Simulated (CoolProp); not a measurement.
The fluoroketone C6F12O (FK-5-1-12) along the isotherm 483.3 K: fugacity coefficient from the reference equation and from simpler models built on Tc = 441.8 K, pc = 18.69 bar, ω = 0.471; each cubic takes its own stable root.

Computed with CoolProp (reference Helmholtz-energy equation of state, McLinden 2015).

```json
[
 {"p (bar)": "0.85", "phase": "gas", "reference": "0.9886", "van der Waals": "0.9892", "Redlich-Kwong": "0.9881", "Peng-Robinson": "0.9875"},
 {"p (bar)": "1.7", "phase": "gas", "reference": "0.9774", "van der Waals": "0.9784", "Redlich-Kwong": "0.9763", "Peng-Robinson": "0.9752"},
 {"p (bar)": "2.55", "phase": "gas", "reference": "?", "van der Waals": "0.9676", "Redlich-Kwong": "0.9645", "Peng-Robinson": "0.9629"},
 {"p (bar)": "3.4", "phase": "gas", "reference": "0.9551", "van der Waals": "0.9569", "Redlich-Kwong": "0.9528", "Peng-Robinson": "0.9508"},
 {"p (bar)": "4.25", "phase": "gas", "reference": "0.9441", "van der Waals": "?", "Redlich-Kwong": "0.9412", "Peng-Robinson": "0.9388"},
 {"p (bar)": "5.1", "phase": "gas", "reference": "0.9332", "van der Waals": "0.9354", "Redlich-Kwong": "0.9296", "Peng-Robinson": "0.9268"},
 {"p (bar)": "5.95", "phase": "gas", "reference": "0.9223", "van der Waals": "0.9247", "Redlich-Kwong": "0.9181", "Peng-Robinson": "0.9150"},
 {"p (bar)": "6.8", "phase": "gas", "reference": "0.9116", "van der Waals": "0.9140", "Redlich-Kwong": "0.9066", "Peng-Robinson": "0.9033"},
 {"p (bar)": "7.65", "phase": "gas", "reference": "?", "van der Waals": "0.9034", "Redlich-Kwong": "0.8952", "Peng-Robinson": "?"},
 {"p (bar)": "8.5", "phase": "gas", "reference": "0.8902", "van der Waals": "0.8927", "Redlich-Kwong": "0.8839", "Peng-Robinson": "0.8802"},
 {"p (bar)": "9.35", "phase": "gas", "reference": "?", "van der Waals": "0.8821", "Redlich-Kwong": "0.8726", "Peng-Robinson": "0.8688"}
]
```

Q: Some entries are withheld; supply them.

A: 
- 2.55, reference: 0.9662
- 4.25, van der Waals: 0.9461
- 7.65, reference: 0.9008
- 7.65, Peng-Robinson: 0.8917
- 9.35, reference: 0.8796
